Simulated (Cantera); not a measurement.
An isothermal, constant-pressure homogeneous reactor starts with N2O : H2 : N2 = 1 : 0.0026 : 0.9 (molar parts), at 1500 K and 160000 Pa. Integrator tolerance rtol = 1e-08.

Cantera simulation using GRI-Mech 3.0 (53 species, 325 reactions); the numbers are that mechanism's predictions, not measurements. GRI-Mech 3.0 was tuned for natural gas; its chemistry of N2O as a main component is partial and can be far from experiment. The temperature is held fixed by assumption; the heat of reaction is taken as removed at once.

Problem. What does this change do: N2O 1 to 0.64 parts?

Solution. 
```tsv
quantity	before	after
x(N2O) at 10.0 s	1.91e-6 (gas-phase equilibrium 9.50e-8)	1.31e-6 (gas-phase equilibrium 9.02e-8)
x(H2) at 10.0 s	3.94e-9 (gas-phase equilibrium 3.57e-9)	5.60e-9 (gas-phase equilibrium 5.08e-9)
x(N2) at 10.0 s	0.754 (gas-phase equilibrium 0.791)	0.797 (gas-phase equilibrium 0.827)
x(O) at 10.0 s	1.33e-6 (gas-phase equilibrium 1.47e-6)	1.21e-6 (gas-phase equilibrium 1.33e-6)
x(NO2) at 10.0 s	0.000447 (gas-phase equilibrium 8.20e-6)	0.000334 (gas-phase equilibrium 6.91e-6)
x(HO2) at 10.0 s	1.94e-8 (gas-phase equilibrium 2.24e-8)	1.91e-8 (gas-phase equilibrium 2.20e-8)
```

Problem. What does this change do: temperature 1500 to 1400 K?

Solution. 
| quantity | before | after |
|---|---|---|
| x(N2O) at 10.0 s | 1.91e-6 (gas-phase equilibrium 9.50e-8) | 1.06e-6 (gas-phase equilibrium 5.83e-8) |
| x(H2) at 10.0 s | 3.94e-9 (gas-phase equilibrium 3.57e-9) | 9.20e-10 (gas-phase equilibrium 8.54e-10) |
| x(N2) at 10.0 s | 0.754 (gas-phase equilibrium 0.791) | 0.763 (gas-phase equilibrium 0.791) |
| x(O) at 10.0 s | 1.33e-6 (gas-phase equilibrium 1.47e-6) | 3.19e-7 (gas-phase equilibrium 3.43e-7) |
| x(NO2) at 10.0 s | 0.000447 (gas-phase equilibrium 8.20e-6) | 0.000491 (gas-phase equilibrium 6.75e-6) |
| x(HO2) at 10.0 s | 1.94e-8 (gas-phase equilibrium 2.24e-8) | 9.38e-9 (gas-phase equilibrium 1.05e-8) |
